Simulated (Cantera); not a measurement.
# Thermodynamics of carbon deposition, reforming and gasification, feed C2H2 + NH3 + N2

Input: 1 mol C2H2, 2 mol NH3, 3.9 mol N2, equilibrated at 1 atm.

These are equilibrium values from Cantera (NASA tables, ideal gas, pure condensed phases), not measurements of a reactor. Candidate condensed phases: C, C6H6, C7H8, C8H18; 92 gas species. The numbers say what is thermodynamically allowed, not how fast it happens.

```
T (K)  log p N2  log p H2  log p H  log p HCN  log p C2H2 (acetylene)  log p HNC  log p CN  n C(graphite)
-----  --------  --------  -------  ---------  ----------------------  ---------  --------  -------------
2348      -0.27     -0.36    -2.09      -1.64                   -2.62      -2.65     -4.70           1.73
2423      -0.27     -0.37    -1.94      -1.55                   -2.48      -2.53     -4.41           1.67
2498      -0.27     -0.38    -1.79      -1.48                   -2.35      -2.41     -4.13           1.59
2573      -0.28     -0.39    -1.66      -1.40                   -2.22      -2.30     -3.87           1.49
2648      -0.28     -0.40    -1.53      -1.34                   -2.11      -2.20     -3.62           1.39
2723      -0.29     -0.41    -1.41      -1.28                   -2.00      -2.11     -3.39           1.27
2798      -0.29     -0.43    -1.30      -1.22                   -1.91      -2.02     -3.17           1.13
2873      -0.30     -0.45    -1.20      -1.17                   -1.82      -1.94     -2.97          0.981
2948      -0.31     -0.47    -1.11      -1.13                   -1.75      -1.87     -2.77          0.815
```
log p: log10 of the partial pressure in bar; n: condensed amount in mol.

From 2348 K to 2948 K the condensed part is C(graphite). The main C-bearing gas is HCN throughout. The share of C in condensed phases is highest at 2348 K (86.7 %) and lowest at 2948 K (40.7 %).
